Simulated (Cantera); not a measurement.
An adiabatic, constant-pressure homogeneous reactor starts with CO : H2 : CH4 : O2 : N2 = 1 : 0.46 : 0.084 : 0.408 : 1.53 (molar parts), equivalence ratio 2.2, at 1350 K and 5.00 bar. Integrator tolerance rtol = 1e-08.

Computed with Cantera and GRI-Mech 3.0 (53 species, 325 reactions).

| quantity | before | after |
|---|---|---|
| time of steepest temperature rise | 17.9 µs | 0.144 ms |
| temperature at 5.00 s | 2744 K | 2624 K |
| equilibrium temperature | 2744 K | 2624 K |
| x(CO) at 5.00 s | 0.246 (gas-phase equilibrium 0.246) | 0.245 (gas-phase equilibrium 0.245) |
| x(H2) at 5.00 s | 0.0551 (gas-phase equilibrium 0.0551) | 0.0550 (gas-phase equilibrium 0.0550) |
| x(CH4) at 5.00 s | 1.00e-11 (gas-phase equilibrium 1.14e-11) | <1e-12 (gas-phase equilibrium <1e-12) |
| x(HO2) at 5.00 s | 3.63e-7 (gas-phase equilibrium 3.63e-7) | 4.17e-7 (gas-phase equilibrium 4.17e-7) |
| x(C2H2) at 5.00 s | <1e-12 (gas-phase equilibrium <1e-12) | <1e-12 (gas-phase equilibrium <1e-12) |
| x(NO) at 5.00 s | 0.00108 (gas-phase equilibrium 0.00108) | 0.00185 (gas-phase equilibrium 0.00185) |

What was changed between the two runs?
A. CO 1 to 1.8 parts
B. initial temperature 1350 to 1300 K
C. constant volume in place of constant pressure
D. pressure from 5.00 bar to 0.370 bar

D, pressure from 5.00 bar to 0.370 bar
